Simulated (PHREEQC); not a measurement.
**Alkaline etch or developer (model solution)**

Dissolve 0.037 mol NH3, 0.0007 mol Na2SiO3 and 0.0024 mol K2CO3 per kg of water at 25 °C. Closed to the air; pH follows from the charge balance.

The numbers come from PHREEQC with the ion-association model, wateq4f.dat.

Each row changes one thing in this solution. No solid was allowed to form.

| case | pH | ionic strength (mol/kgw) | NH4+ (mol/kgw) |
|---|---|---|---|
| as made | 11.13 | 0.00881 | 0.000522 |
| Na2SiO3 replaced by Na2SeO3 at the same molality | ? | 0.00962 | 0.000732 |
| K2CO3 replaced by Cs2CO3 at the same molality | 11.13 | 0.00881 | 0.000522 |
| K2CO3 replaced by CO2 at the same molality | ? | 0.00579 | 0.00310 |
| K2CO3 replaced by K2SiO3 at the same molality | ? | 0.00651 | 0.000231 |
| temperature from 25 to 55 °C | ? | 0.00812 | 0.000430 |
| K2CO3 replaced by KF at the same molality | 11.08 | 0.00437 | 0.000569 |
| NH3 from 0.037 to 0.0407 mol/kgw | 11.14 | 0.00885 | 0.000562 |
| temperature from 25 to 15 °C | 11.45 | 0.00892 | 0.000522 |

Task: Some entries are withheld; supply them.

Result: 
- Na2SiO3 replaced by Na2SeO3 at the same molality, pH: 10.98
- K2CO3 replaced by CO2 at the same molality, pH: 10.32
- K2CO3 replaced by K2SiO3 at the same molality, pH: 11.48
- temperature from 25 to 55 °C, pH: 10.38

Species that the database lacks are ignored. Some of these states are supersaturated (in Quartz (slow to form), for instance). Constants without temperature data keep their 25 °C values here.
